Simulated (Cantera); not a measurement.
An isothermal, constant-pressure homogeneous reactor starts with NH3 : N2 = 1 : 0.3 (molar parts), at 2025 K and 675 Torr.

Cantera simulation using the gas-phase N/H chemistry of the illustrative SiF4/NH3 mechanism in the Surface Chemkin manual (1991); the numbers are that mechanism's predictions, not measurements. Walls and surfaces, which speed up NH3 decomposition in real reactors, are not modelled.

x: mole fraction; the columns are a selection and need not sum to one.

```json
[
 {"t (s)": "3.00e-5", "x NH3": "0.768", "x N2": "0.231", "x NH2": "0.000554", "x NH": "2.06e-6", "x H": "7.41e-7", "x H2": "0.000310"},
 {"t (s)": "7.76e-5", "x NH3": "0.767", "x N2": "0.231", "x NH2": "0.00115", "x NH": "6.65e-6", "x H": "1.62e-6", "x H2": "0.00110"},
 {"t (s)": "0.000201", "x NH3": "0.763", "x N2": "0.231", "x NH2": "0.00144", "x NH": "9.63e-6", "x H": "4.19e-6", "x H2": "0.00440"},
 {"t (s)": "0.000520", "x NH3": "0.752", "x N2": "0.233", "x NH2": "0.00140", "x NH": "___", "x H": "___", "x H2": "___"},
 {"t (s)": "0.00135", "x NH3": "0.725", "x N2": "0.237", "x NH2": "0.00130", "x NH": "1.22e-5", "x H": "2.35e-5", "x H2": "0.0364"},
 {"t (s)": "0.00348", "x NH3": "0.662", "x N2": "0.247", "x NH2": "0.00115", "x NH": "1.40e-5", "x H": "5.48e-5", "x H2": "0.0902"},
 {"t (s)": "0.00901", "x NH3": "0.531", "x N2": "0.267", "x NH2": "0.000951", "x NH": "1.49e-5", "x H": "0.000124", "x H2": "0.201"},
 {"t (s)": "0.0233", "x NH3": "___", "x N2": "___", "x NH2": "___", "x NH": "___", "x H": "___", "x H2": "___"},
 {"t (s)": "0.0603", "x NH3": "0.116", "x N2": "0.330", "x NH2": "0.000328", "x NH": "9.84e-6", "x H": "0.000536", "x H2": "0.554"},
 {"t (s)": "0.156", "x NH3": "0.0162", "x N2": "0.345", "x NH2": "8.05e-5", "x NH": "4.37e-6", "x H": "0.00108", "x H2": "0.638"},
 {"t (s)": "0.404", "x NH3": "0.00145", "x N2": "0.347", "x NH2": "1.05e-5", "x NH": "8.35e-7", "x H": "0.00160", "x H2": "0.650"},
 {"t (s)": "1.05", "x NH3": "0.000338", "x N2": "0.347", "x NH2": "2.51e-6", "x NH": "2.04e-7", "x H": "0.00164", "x H2": "0.651"},
 {"t (s)": "2.71", "x NH3": "0.000112", "x N2": "0.348", "x NH2": "8.30e-7", "x NH": "6.77e-8", "x H": "0.00165", "x H2": "0.651"},
 {"t (s)": "7.00", "x NH3": "4.11e-5", "x N2": "0.348", "x NH2": "3.05e-7", "x NH": "2.49e-8", "x H": "0.00165", "x H2": "0.651"}
]
```

Question: Complete the blanks.

Answer: 
- 0.000520, x NH: 1.06e-5
- 0.000520, x H: 9.93e-6
- 0.000520, x H2: 0.0136
- 0.0233, x NH3: 0.323
- 0.0233, x N2: 0.298
- 0.0233, x NH2: 0.000666
- 0.0233, x NH: 1.36e-5
- 0.0233, x H: 0.000266
- 0.0233, x H2: 0.378
